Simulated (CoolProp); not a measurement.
Methane at 298.15 K and 6.94 MPa is compressed adiabatically to 48.6 MPa with isentropic efficiency 0.6. Each further row changes one setting.

Model: reference Helmholtz-energy equation of state, Setzmann 1991, in CoolProp.

```csv
case,work (kJ/kg),final temperature (K),final density (kg/m³)
as stated,[?],540.2,[?]
efficiency 1,379,465.0,[?]
efficiency 0.65,[?],[?],150
```

Problem. Some entries are withheld; supply them.

Solution. 
- as stated, work (kJ/kg): 632
- as stated, final density (kg/m³): 146
- efficiency 1, final density (kg/m³): 171
- efficiency 0.65, work (kJ/kg): 584
- efficiency 0.65, final temperature (K): 526.0
